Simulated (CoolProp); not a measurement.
Vapour-liquid equilibrium of propylene (1) + R152A (2) at 0.0808 MPa; x and y are mole fractions of (1).

Values from CoolProp's multi-fluid Helmholtz-energy mixture model, Lemmon 2013 and Outcalt 1996; pair parameters Bell 2016.

| x | bubble temperature, mixture model (K) | bubble temperature, Raoult's law (K) | y, mixture model | y, Raoult's law |
|---|---|---|---|---|
| 0.05 | 238.7 | 242.3 | 0.258 | 0.127 |
| 0.125 | 233.0 | 239.8 | 0.479 | 0.287 |
| 0.2 | 229.2 | 237.5 | 0.599 | 0.419 |
| 0.275 | 226.7 | 235.3 | 0.671 | 0.527 |
| 0.35 | 225.0 | 233.3 | 0.717 | 0.617 |
| 0.425 | 223.8 | 231.5 | 0.749 | 0.692 |
| 0.5 | 223.0 | 229.7 | 0.773 | 0.756 |
| 0.575 | 222.4 | 228.1 | 0.794 | 0.810 |
| 0.65 | 221.8 | 226.6 | 0.814 | 0.856 |
| 0.725 | 221.4 | 225.2 | 0.836 | 0.895 |
| 0.8 | 221.0 | 223.9 | 0.863 | 0.929 |
| 0.875 | 220.7 | 222.6 | 0.898 | 0.959 |
| 0.95 | 220.6 | 221.4 | 0.950 | 0.985 |

The largest gap from Raoult's law is -8.6 K in bubble temperature, at x = 0.275. No azeotrope shows between x = 0.05 and 0.95.

The pair parameters rest on a limited set of measurements; away from them the model extrapolates.
